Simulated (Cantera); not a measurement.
Mixture: CO : H₂ : O₂ : N₂ = 1 : 0.89 : 1.03 : 3.86 (molar parts), equivalence ratio 0.92, at 30.0 bar, adiabatic and at constant volume. Ignition delay is the time to a rise of 400 K.

Detailed kinetics in Cantera: GRI-Mech 3.0 (53 species, 325 reactions). The hydrogen kinetics of GRI-Mech 3.0 are dated; newer H2 mechanisms differ, most at raised pressure. The pressure lies above the range GRI-Mech 3.0 was tuned for (to about 10 atm).

Q: Predict: delay at 1350 K; delay at 1425 K; delay at 1500 K; delay at 1575 K; delay at 1650 K; apparent activation energy between 1500 and 1650 K.

A: 
```
Quantity                                                Result
--------------------------------------------------  ----------
delay at 1350 K                                        4.84 µs
delay at 1425 K                                        1.72 µs
delay at 1500 K                                       0.895 µs
delay at 1575 K                                       0.584 µs
delay at 1650 K                                       0.429 µs
apparent activation energy between 1500 and 1650 K  100 kJ/mol
```
